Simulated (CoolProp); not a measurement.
o-xylene at several states: density (kg/m³) from the reference equation and from simpler models built on Tc = 630.3 K, pc = 3.737 MPa, ω = 0.312; each cubic takes its own stable root.

Model: reference Helmholtz-energy equation of state, Zhou 2012, in CoolProp.

| T (K) | p (MPa) | phase | reference | Redlich-Kwong | Soave-Redlich-Kwong |
|---|---|---|---|---|---|
| 283.9 | 0.0552 | liquid | [?] | [?] | [?] |
| 376.6 | 1.05 | liquid | [?] | [?] | [?] |
| 592.5 | 0.0349 | gas | 0.7554 | 0.7550 | 0.7551 |
| 260.6 | 0.705 | liquid | [?] | 774.2 | 788.4 |

Question: Complete the blanks.

Answer: 
- 283.9, reference: 888.0
- 283.9, Redlich-Kwong: 758.8
- 283.9, Soave-Redlich-Kwong: 775.7
- 376.6, reference: 809.0
- 376.6, Redlich-Kwong: 690.6
- 376.6, Soave-Redlich-Kwong: 716.6
- 260.6, reference: 907.9
